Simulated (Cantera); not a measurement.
Input: 1 mol Si, a varied amount of NF3, at 648 K and 0.0100 bar.

Method: chemical equilibrium by Gibbs-energy minimisation in Cantera with the NASA 1993 tables (ideal gas, pure condensed phases). Candidate condensed phases: Si, Si3N4; 16 gas species. Equilibrium is a limit: real reactors are often held back by kinetics, nucleation or transport.

**Question.** Which condensed phases are stable at each of these points (n(NF3) (mol)): 0.87, 1.1, 1.3, 1.7, 2.1, 2.6, 3.2, 4, 4.9, 6.1?

**Answer.** 
```tsv
n(NF3) (mol)	condensed phases	Si condensed (%)
0.87	Si3N4(s)	34.7
1.1	Si3N4(s)	17.5
1.3	Si3N4(s)	2.5
1.7	gas only	0.0
2.1	gas only	0.0
2.6	gas only	0.0
3.2	gas only	0.0
4	gas only	0.0
4.9	gas only	0.0
6.1	gas only	0.0
```

From 0.87 mol NF3 to 1.3 mol NF3 the condensed part is Si3N4(s). From 1.7 mol NF3 to 6.1 mol NF3 nothing is condensed.
